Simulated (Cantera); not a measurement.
Feed: 1 mol Si, a varied amount of N₂O, 70 mol N₂, equilibrated at 2073.15 K and 750 Torr.

These are equilibrium values from Cantera (NASA tables, ideal gas, pure condensed phases), not measurements of a reactor. Candidate condensed phases: Si, SiO₂, Si₂N₂O, Si₃N₄; 16 gas species. The tables hold silica as quartz up to 1696 K and as liquid above; real silica turns to tridymite and cristobalite and melts near 1996 K. Kinetics and transport are ignored.

Task: Which condensed phases are stable at each of these points (n(N₂O) (mol)): 0.1, 0.38, 0.65, 0.93, 1.2, 1.5, 1.8, 2, 2.3, 2.6?

Result: 
| n(N₂O) (mol) | condensed phases | Si condensed (%) |
|---|---|---|
| 0.1 | Si₃N₄(s) | 89.4 |
| 0.38 | Si₃N₄(s) | 61.4 |
| 0.65 | Si₃N₄(s) | 34.4 |
| 0.93 | Si₂N₂O(s) | 13.0 |
| 1.2 | SiO₂(l) | 20.0 |
| 1.5 | SiO₂(l) | 50.0 |
| 1.8 | SiO₂(l) | 80.0 |
| 2 | SiO₂(l) | 99.6 |
| 2.3 | SiO₂(l) | 100.0 |
| 2.6 | SiO₂(l) | 100.0 |

From 0.1 mol N₂O to 0.65 mol N₂O the condensed part is Si₃N₄(s). At 0.93 mol N₂O the condensed part is Si₂N₂O(s). From 1.2 mol N₂O to 2.6 mol N₂O the condensed part is SiO₂(l).
